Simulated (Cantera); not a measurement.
A diamond (100) surface in a fixed gas of H2 with x(CH4) = 0.017, x(H) = 0.016, x(CH3) = 1.2e-05, 0.0138 atm; coverages are run to steady state.

Detailed kinetics in Cantera: the Harris–Goodwin 1993 mechanism for the reconstructed diamond (100) surface.

θ: site fractions in the mechanism's names (c6HH fully hydrogenated, c6H* and c6*H radical sites, c6** diradical, c6HM methylated).

```csv
T (K),growth (µm/h),θ c6HH,θ c6H*,θ c6*H,θ c6**,θ c6HM
925,0.0607,0.667,0.0123,0.314,0.00548,?
975,0.0777,0.619,0.0162,0.356,0.00816,?
1025,0.0928,0.574,0.0206,0.393,0.0116,?
1075,0.0990,0.531,0.0254,0.427,0.0160,?
1125,0.0888,0.492,0.0305,0.456,0.0212,?
1175,0.0667,0.456,0.0358,0.481,0.0273,?
1225,0.0475,0.422,0.0412,0.502,0.0343,?
1275,0.0379,0.392,0.0466,0.519,0.0421,?
1325,0.0356,0.365,0.0520,0.533,0.0506,?
1375,0.0358,0.340,0.0572,0.543,0.0598,?
```

Question: Some entries are withheld; supply them.

Answer: 
- 925, θ c6HM: 0.000564
- 975, θ c6HM: 0.000446
- 1025, θ c6HM: 0.000344
- 1075, θ c6HM: 0.000245
- 1125, θ c6HM: 0.000149
- 1175, θ c6HM: 7.43e-5
- 1225, θ c6HM: 3.18e-5
- 1275, θ c6HM: 1.27e-5
- 1325, θ c6HM: 5.03e-6
- 1375, θ c6HM: 1.98e-6
